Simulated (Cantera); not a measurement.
An adiabatic, constant-pressure homogeneous reactor starts with C3H8 : O2 : N2 = 1 : 6.58 : 24.7 (molar parts), at 1100 K and 27.0 bar. Integrator tolerance rtol = 1e-08.

Cantera simulation using GRI-Mech 3.0 (53 species, 325 reactions); the numbers are that mechanism's predictions, not measurements. GRI-Mech 3.0 was tuned for natural gas; its chemistry of propane as a main component is partial and can be far from experiment. The pressure lies above the range GRI-Mech 3.0 was tuned for (to about 10 atm).

Question: What does this change do: pressure from 27.0 bar to 1.00 bar?

Answer: 
```tsv
quantity	before	after
time of steepest temperature rise	3.90 ms	54.1 ms
temperature at 0.200 s	2569 K	2473 K
equilibrium temperature	2569 K	2473 K
x(C3H8) at 0.200 s	<1e-12 (gas-phase equilibrium <1e-12)	<1e-12 (gas-phase equilibrium <1e-12)
x(O2) at 0.200 s	0.0424 (gas-phase equilibrium 0.0424)	0.0457 (gas-phase equilibrium 0.0457)
x(HO2) at 0.200 s	1.26e-5 (gas-phase equilibrium 1.26e-5)	4.46e-6 (gas-phase equilibrium 4.46e-6)
x(NO2) at 0.200 s	2.17e-5 (gas-phase equilibrium 2.17e-5)	4.20e-6 (gas-phase equilibrium 4.20e-6)
x(NO) at 0.200 s	0.0112 (gas-phase equilibrium 0.0112)	0.00987 (gas-phase equilibrium 0.00987)
x(CH2) at 0.200 s	<1e-12 (gas-phase equilibrium <1e-12)	<1e-12 (gas-phase equilibrium <1e-12)
x(H2O2) at 0.200 s	1.01e-6 (gas-phase equilibrium 1.01e-6)	1.57e-7 (gas-phase equilibrium 1.57e-7)
```

Question: What does this change do: initial temperature 1100 to 1075 K?

Answer: 
| quantity | before | after |
|---|---|---|
| time of steepest temperature rise | 3.90 ms | 6.04 ms |
| temperature at 0.200 s | 2569 K | 2551 K |
| equilibrium temperature | 2569 K | 2551 K |
| x(C3H8) at 0.200 s | <1e-12 (gas-phase equilibrium <1e-12) | <1e-12 (gas-phase equilibrium <1e-12) |
| x(O2) at 0.200 s | 0.0424 (gas-phase equilibrium 0.0424) | 0.0425 (gas-phase equilibrium 0.0425) |
| x(HO2) at 0.200 s | 1.26e-5 (gas-phase equilibrium 1.26e-5) | 1.21e-5 (gas-phase equilibrium 1.21e-5) |
| x(NO2) at 0.200 s | 2.17e-5 (gas-phase equilibrium 2.17e-5) | 2.15e-5 (gas-phase equilibrium 2.15e-5) |
| x(NO) at 0.200 s | 0.0112 (gas-phase equilibrium 0.0112) | 0.0109 (gas-phase equilibrium 0.0109) |
| x(CH2) at 0.200 s | <1e-12 (gas-phase equilibrium <1e-12) | <1e-12 (gas-phase equilibrium <1e-12) |
| x(H2O2) at 0.200 s | 1.01e-6 (gas-phase equilibrium 1.01e-6) | 9.76e-7 (gas-phase equilibrium 9.76e-7) |
